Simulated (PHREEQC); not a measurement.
A made-up water analysis in mg/L, 25 °C, pH 6.67, pe 9.1: Na 0.964; K 0.69; Ca 6.94; Mg 1.14; Cl 4.31; S(6) as SO4 15.1; Alkalinity as HCO3 3.7; B 0.116; Li 0.00612.

Valence states are taken as typed.

The numbers come from PHREEQC with the ion-association model, phreeqc.dat.

No solid was allowed to form.

Order these C species by the share of C that they hold, largest first: CO2, HCO3-, CaHCO3+.

HCO3- (68 %), CO2 (32 %), CaHCO3+ (0.13 %)

The pH is 6.67 and the ionic strength 0.000856 mol/kgw. Complexes and solids missing from the database can't appear.
